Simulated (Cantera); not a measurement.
Cantera run, input and output.

```python
import numpy as np
import cantera as ct

gas = ct.Solution("h2o2.yaml")
gas.TPX = 625, 560000, {'H2': 1.3, 'O2': 0.294, 'N2': 1.11}
flame = ct.FreeFlame(gas, width=0.012)
flame.set_refine_criteria(ratio=3, slope=0.08, curve=0.16)
flame.transport_model = "mixture-averaged"
flame.solve(loglevel=0, auto=True)
z, T = flame.grid, flame.T
thick = (T[-1] - T[0]) / np.gradient(T, z).max()
show = ['H2', 'O2', 'HO2', 'H2O2', 'H', 'H2O']
print(f"laminar burning velocity  {flame.velocity[0] * 100:.3f} cm/s")
print(f"burnt temperature         {T[-1]:.1f} K")
print(f"thermal thickness         {thick * 1e3:.4f} mm")
print(f"grid points               {len(z)}")
z0 = z[flame.heat_release_rate.argmax()]
print(f"{'z/mm':>9s}{'T/K':>9s}{'u/(m/s)':>9s}" + "".join(f"{s:>11s}" for s in show))
rows = []
for k in (-3, -2, -1.5, -1, -0.5, -0.25, 0, 0.25, 0.5, 1, 2, 4, 8):
    zz = z0 + k * thick
    rows.append([k * thick, np.interp(zz, z, T), np.interp(zz, z, flame.velocity),
                 *(np.interp(zz, z, flame.X[gas.species_index(s)]) for s in show)])
    print(f"{rows[-1][0] * 1e3:9.3f}{rows[-1][1]:9.1f}{rows[-1][2]:9.3f}" + "".join(f"{x:11.3e}" for x in rows[-1][3:]))
```

It prints:

```
laminar burning velocity  952.791 cm/s
burnt temperature         2252.0 K
thermal thickness         0.0512 mm
grid points               113
     z/mm      T/K  u/(m/s)         H2         O2        HO2       H2O2          H        H2O
   -0.154    625.0    9.528  4.808e-01  1.087e-01  2.145e-11  1.379e-13  3.741e-15  7.914e-11
   -0.102    625.0    9.528  4.808e-01  1.087e-01  1.290e-09  8.471e-12  6.401e-13  3.600e-09
   -0.077    625.0    9.528  4.807e-01  1.087e-01  2.707e-08  1.819e-10  3.233e-11  6.060e-08
   -0.051    625.7    9.533  4.804e-01  1.088e-01  3.095e-06  2.343e-08  4.076e-08  4.613e-06
   -0.026    683.2   10.268  4.709e-01  1.090e-01  6.530e-04  1.466e-05  2.323e-04  2.438e-03
   -0.013    962.1   14.034  4.347e-01  1.005e-01  6.049e-04  4.089e-05  5.500e-03  2.881e-02
    0.000   1356.6   19.289  3.655e-01  6.984e-02  2.881e-04  1.244e-05  2.538e-02  9.668e-02
    0.013   1636.5   23.065  3.016e-01  3.066e-02  1.179e-04  2.701e-06  4.660e-02  1.726e-01
    0.026   1778.8   24.963  2.729e-01  1.041e-02  3.881e-05  1.373e-06  5.410e-02  2.121e-01
    0.051   1901.7   26.526  2.649e-01  1.288e-03  4.650e-06  6.065e-07  4.972e-02  2.313e-01
    0.102   2004.5   27.764  2.712e-01  1.662e-04  7.398e-07  3.029e-07  3.758e-02  2.357e-01
    0.205   2092.7   28.795  2.786e-01  6.582e-05  3.415e-07  1.549e-07  2.556e-02  2.383e-01
    0.410   2160.0   29.565  2.844e-01  2.745e-05  1.506e-07  7.325e-08  1.602e-02  2.406e-01
```

Computed with Cantera and the H2/O2 subset of GRI-Mech 3.0, which has no nitrogen chemistry. The hydrogen kinetics of GRI-Mech 3.0 are dated; newer H2 mechanisms differ, most at raised pressure. Burning velocities carry a grid error of a few per cent, more on coarse grids.
